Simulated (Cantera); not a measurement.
A freely propagating, adiabatic, planar premixed flame of H2 : O2 : N2 = 1 : 0.263 : 1.21 (molar parts), equivalence ratio 1.9, unburnt at 675 K and 1.00 bar; mixture-averaged transport, grid criteria slope 0.08 and curve 0.16, no radiation.

Detailed kinetics in Cantera: the H2/O2 subset of GRI-Mech 3.0, which has no nitrogen chemistry. Burning velocities carry a grid error of a few per cent, more on coarse grids.

**Question.** Predict: laminar burning velocity; thermal thickness; peak x(H2O2); peak x(HO2); peak x(O); peak x(H).

**Answer.** 
```
Quantity                     Value
------------------------  --------
laminar burning velocity  972 cm/s
thermal thickness         0.490 mm
peak x(H2O2)               4.30e-6
peak x(HO2)               0.000188
peak x(O)                  0.00445
peak x(H)                   0.0884
```
